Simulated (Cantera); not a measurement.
## Moist CO burnout

An isothermal, constant-pressure homogeneous reactor starts with CO : O₂ : H₂O : N₂ = 0.0029 : 0.078 : 0.00017 : 1 (molar parts), equivalence ratio 0.019, at 1425 K and 9.87 atm.

Cantera simulation using GRI-Mech 3.0 (53 species, 325 reactions); the numbers are that mechanism's predictions, not measurements.

```csv
t (s),x CO,x O₂,x H₂O,x CO₂,x OH,x H₂O₂
5.00e-5,0.00268,0.0722,0.000157,1.03e-7,3.20e-9,<1e-12
0.000213,0.00268,0.0722,0.000157,7.34e-7,4.17e-8,3.07e-12
0.000910,0.00263,0.0721,0.000155,4.87e-5,2.22e-6,2.24e-9
0.00388,0.00165,0.0717,0.000154,0.00104,4.74e-6,3.58e-9
0.0166,0.000331,0.0710,0.000155,0.00236,3.34e-6,8.42e-10
0.0707,8.69e-6,0.0709,0.000157,0.00268,1.51e-6,8.94e-11
0.302,2.86e-8,0.0709,0.000157,0.00269,6.78e-7,1.78e-11
1.29,4.81e-9,0.0709,0.000157,0.00269,6.70e-7,1.74e-11
5.49,4.81e-9,0.0709,0.000157,0.00269,6.70e-7,1.74e-11
23.4,4.81e-9,0.0709,0.000157,0.00269,6.70e-7,1.74e-11
100,4.81e-9,0.0709,0.000157,0.00269,6.70e-7,1.74e-11
```
x: mole fraction; the columns are a selection and need not sum to one.

Equilibrium at this temperature and pressure: CO 4.82e-9, O₂ 0.0706, H₂O 0.000157, CO₂ 0.00269, OH 6.70e-7, H₂O₂ 1.74e-11 (gas phase only).
